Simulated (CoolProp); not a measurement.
The fluid at 298.02 K and 0.0535 MPa is compressed adiabatically to 0.171 MPa with isentropic efficiency 0.75. The same conditions are run with several fluids, on thermodynamics alone (safety and materials aside).

Model: reference Helmholtz-energy equation of state of each fluid (n-pentane: Thol 2019; R410A: Lemmon 2003; isobutene: Lemmon 2005; R114: Platzer 1990; R236EA: Rui 2013), in CoolProp. The equations of Platzer and Polt are older, rougher fits. Blends and air are pseudo-pure fits.

| fluid | work (kJ/kg) | final temperature (K) | final density (kg/m³) |
|---|---|---|---|
| n-pentane | ? | 331.3 | 4.76 |
| R410A | 56.9 | 365.2 | ? |
| isobutene | ? | 341.9 | 3.48 |
| R114 | 22.8 | 331.8 | 11.0 |
| R236EA | 25.5 | ? | 9.90 |

**Question.** Complete the blanks.

**Answer.** 
- n-pentane, work (kJ/kg): 53.1
- R410A, final density (kg/m³): 4.13
- isobutene, work (kJ/kg): 70.7
- R236EA, final temperature (K): 329.1
